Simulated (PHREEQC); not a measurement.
Consider water at 15 °C with 93 mmol/kgw HF, 5.6 mmol/kgw NH4HF2 and 0.89 mmol/kgw H2SiF6. Closed to the air; pH follows from the charge balance.

All values are PHREEQC results (ion-association model, wateq4f.dat), not measurements.

Each row changes one thing in this solution. No solid was allowed to form.

```tsv
case	pH	ionic strength (mol/kgw)	HF (mol/kgw)	H2F2 (mol/kgw)	F- (mol/kgw)	HF2- (mol/kgw)	SI of Quartz (SiO2)
as made	2.20	0.0135	0.0624	0.0145	0.00886	0.00195	-8.29
diluted 5-fold with water	2.50	0.00471	0.0148	0.000815	0.00397	0.000207	-5.76
diluted 2-fold with water	2.32	0.00849	?	0.00456	0.00637	0.000784	-7.28
HF left out	2.98	0.00763	0.00588	0.000128	0.00486	0.000100	-3.64
temperature from 15 to 35 °C	2.24	0.0129	0.0726	0.00953	0.00787	0.00235	-7.32
0.0091 mol/kgw H2SO4 added	1.85	0.0276	0.0657	0.0161	0.00437	0.00101	-7.80
HF replaced by HBF4 at the same molality	1.14	0.0949	0.0152	?	0.000218	1.19e-5	-2.74
0.0055 mol/kgw H3PO4 added	2.12	0.0149	0.0634	0.0149	0.00757	0.00169	-8.18
```

Complete the blanks.


- diluted 2-fold with water, HF (mol/kgw): 0.0350
- HF replaced by HBF4 at the same molality, H2F2 (mol/kgw): 0.000870

Species that the database lacks are ignored. wateq4f.dat counts part of the HF as a dimer, H2F2, which phreeqc.dat doesn't know; its constant is uncertain. SiF6-2 is the database's only silicon fluoride.
